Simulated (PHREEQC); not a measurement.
**Alkaline etch or developer (model solution)**

Make-up at 20 °C: 0.011 mol/kgw CsOH and 0.22 mol/kgw Na2CO3. Closed to the air; pH follows from the charge balance.

All values are PHREEQC results (ion-association model, wateq4f.dat), not measurements.

```json
{
  "pH": "12.05",
  "ionic_strength": "0.436 mol/kgw",
  "activity_of_water": "0.990",
  "total_alkalinity": "451 meq/kg"
}
```

| species | molality | activity | log γ |
|---|---|---|---|
| Na+ | 0.323 | 0.231 | -0.146 |
| NaCO3- | 0.117 | 0.0821 | -0.154 |
| CO3-2 | 0.102 | 0.0247 | -0.616 |
| OH- | 0.0118 | 0.00762 | -0.190 |
| Cs+ | 0.0110 | 0.00806 | -0.135 |
| HCO3- | 0.000739 | 0.000518 | -0.154 |
| NaHCO3 | 6.08e-5 | 6.72e-5 | 0.044 |
| CO2 | 1.01e-9 | 1.11e-9 | 0.044 |

This is a speciation only: nothing precipitates in the calculation.
